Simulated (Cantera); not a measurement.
Charge: 1 mol SiHCl3, 0.18 mol C2H2, 770 mol H2, equilibrated at 1050 °C and 1.90 mbar.

These are equilibrium values from Cantera (NASA tables, ideal gas, pure condensed phases), not measurements of a reactor. Candidate condensed phases: C, C6H6, C7H8, C8H18, Si, SiC; 109 gas species. Mutual solubility and eutectic melting of coexisting phases are not modelled. Rates play no part.

Base state: H2 0.996, HCl 0.00381, SiCl2 3.97e-5, H 3.64e-5 (mole fractions); condensed: Si(s) + SiC(s).

**Question.** What changes in the equilibrium state with this change: H2 from 770 to 13 mol?

**Answer.** 
```tsv
species	before	after
H2	0.996	0.847
HCl	0.00381	0.111
SiCl2	3.97e-5	0.0395
SiCl4	<1e-9	0.000493
SiCl3	6.02e-8	0.00189
Si(s), mol	0.609	0.00180
SiC(s), mol	0.360	0.360
```
The tables' values for SiCl3 are old estimates; treat these amounts as uncertain.

**Question.** What changes in the equilibrium state with this change: temperature from 1050 °C to 1350 °C?

**Answer.** 
```
species       before    after
-----------  -------  -------
H2             0.996    0.994
HCl          0.00381  0.00377
H            3.64e-5  0.00158
Si           4.69e-8  8.26e-5
SiCl2        3.97e-5  5.01e-5
Si(s), mol     0.609    0.523
SiC(s), mol    0.360    0.360
```
